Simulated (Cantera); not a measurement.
Charge: 1 mol Si2H6, 0.93 mol Cl2, 210 mol H2, at 923 K and 525 Torr.

Method: chemical equilibrium by Gibbs-energy minimisation in Cantera with the NASA 1993 tables (ideal gas, pure condensed phases). Candidate condensed phases: Si; 19 gas species. The feed counts by its element totals alone. The numbers say what is thermodynamically allowed, not how fast it happens.

Base state: H2 0.996, HCl 0.00184, SiHCl3 0.00125, SiCl4 0.000650, SiH2Cl2 0.000236, SiH3Cl 1.10e-5 (mole fractions); condensed: Si(s).

Task: What changes in the equilibrium state with this change: temperature from 923 K to 873 K?

Result: 
| species | before | after |
|---|---|---|
| H2 | 0.996 | 0.997 |
| SiHCl3 | 0.00125 | 0.00139 |
| HCl | 0.00184 | 0.00112 |
| SiCl4 | 0.000650 | 0.000729 |
| SiH3Cl | 1.10e-5 | 1.01e-5 |
| SiH2Cl2 | 0.000236 | 0.000242 |
| Si(s), mol | 1.54 | 1.49 |
